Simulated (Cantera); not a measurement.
# Counterflow diffusion flame

A counterflow diffusion flame at 0.612 atm, nozzles 20 mm apart: fuel side 40.0 % CO, 56.1 % H2, 3.88 % CH4 at 375 K, oxidiser side 28.0 % O2, 72.0 % N2 at 423 K, fuel mass flux 0.8 times the oxidiser's; mixture-averaged transport, no radiation.

Detailed kinetics in Cantera: GRI-Mech 3.0 (53 species, 325 reactions). GRI-Mech 3.0 has no aromatics or soot, which form on the fuel side of real flames. The maximum strain rate includes the flame's own expansion and is several times the mean.

| oxidiser flux (kg/m²/s) | max strain (1/s) | mean strain (1/s) | T max (K) | peak x OH | peak x H | peak x NO | peak x CO | peak x C2H2 |
|---|---|---|---|---|---|---|---|---|
| 0.37 | 424 | 93.4 | 2352 | 0.0231 | 0.0178 | 0.000273 | 0.437 | 0.00165 |
| 0.54 | 596 | 136 | 2298 | 0.0229 | 0.0198 | 0.000180 | 0.435 | 0.00165 |
| 0.78 | 816 | 197 | 2242 | 0.0227 | 0.0219 | 0.000123 | 0.435 | 0.00165 |
| 1.1 | 1090 | 278 | 2187 | 0.0222 | 0.0239 | 8.88e-5 | 0.435 | 0.00163 |
| 1.7 | 1630 | 429 | 2115 | 0.0212 | 0.0264 | 6.11e-5 | 0.434 | 0.00159 |
| 2.4 | 2250 | 606 | 2062 | 0.0205 | 0.0285 | 4.74e-5 | 0.434 | 0.00156 |
| 3.5 | 3210 | 884 | 2004 | 0.0194 | 0.0308 | 3.62e-5 | 0.434 | 0.00151 |
| 5.1 | 4570 | 1290 | 1946 | 0.0181 | 0.0329 | 2.71e-5 | 0.433 | 0.00142 |
| 7.3 | 6420 | 1840 | 1890 | 0.0166 | 0.0345 | 1.98e-5 | 0.433 | 0.00125 |
x: mole fraction; the columns are a selection and need not sum to one.
